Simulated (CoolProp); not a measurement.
Sulfur dioxide along the isobar 34.1 MPa: density (kg/m³) from the reference equation and from simpler models built on Tc = 430.6 K, pc = 7.887 MPa, ω = 0.256; each cubic takes its own stable root.

Values from CoolProp's reference Helmholtz-energy equation of state, Gao 2016.

```csv
T (K),phase,reference
231.1,liquid,1581
258.3,liquid,1519
285.4,liquid,1457
312.5,liquid,1395
339.6,liquid,1330
366.7,liquid,1263
393.9,liquid,1191
421,liquid,1115
```

Question: How far does each simpler model (van der Waals, Soave-Redlich-Kwong, Peng-Robinson) lie from the reference over these 8 states: mean and median of the absolute difference, and the worst?

Answer: 
- van der Waals: mean 35.7 %, median 36.1 %, worst -39.6 % at 231.1 K and 34.1 MPa
- Soave-Redlich-Kwong: mean 10.0 %, median 9.8 %, worst -11.1 % at 231.1 K and 34.1 MPa
- Peng-Robinson: mean 1.1 %, median 1.1 %, worst +1.9 % at 339.6 K and 34.1 MPa
